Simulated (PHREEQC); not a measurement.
Make-up at 50 °C: 86 mmol/kgw HF, 16 mmol/kgw NH4HF2 and 0.13 mmol/kgw H4SiO4. Closed to the air; pH follows from the charge balance.

Model: ion-association model, phreeqc.dat, run in PHREEQC.

This is a speciation only: nothing precipitates in the calculation.

### Question
Estimate the pH.

### Answer
pH 2.49.

### Question
In which forms is F present?

### Answer
HF 78 %, F- 12 %, HF2- 9.4 %, SiF6-2 0.7 % of the F.

Away from 25 °C the constants follow the database's enthalpies or fits; those with neither stay at their 25 °C values. SiF6-2 is the database's only silicon fluoride.
